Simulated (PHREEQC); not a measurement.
0.56 g of hydrous ferric oxide (600 m²/g; 0.2 weak and 0.005 strong sites per Fe, Dzombak-Morel constants, diffuse double layer) in 1 kg of water with 0.3 mol/kgw of an inert sodium salt and 4.1e-06 mol MgCl2, at 25 °C; the pH is set by adding NaOH or the inert anion's acid. Oxygen is held at 0.21 atm. No CO2 enters from the air. Nothing may precipitate in this run.

Model: ion-association model, wateq4f.dat, run in PHREEQC.

```
pH   Mg sorbed (%)  surface charge σ (C/m²)  surface potential ψ (mV)
---  -------------  -----------------------  ------------------------
4              0.0                    0.349                       123
4.5            0.0                    0.318                       118
5              0.0                    0.269                       110
5.5            0.0                    0.210                        98
6              0.0                    0.154                        83
6.5            0.2                    0.106                        65
7              1.2                    0.066                        46
7.5            7.9                    0.034                        26
8             38.7                    0.006                         5
8.5           82.0                   -0.021                       -17
9             96.9                   -0.051                       -37
9.5           99.5                   -0.087                       -57
10            99.9                   -0.131                       -75
```

Species that the database lacks are ignored.
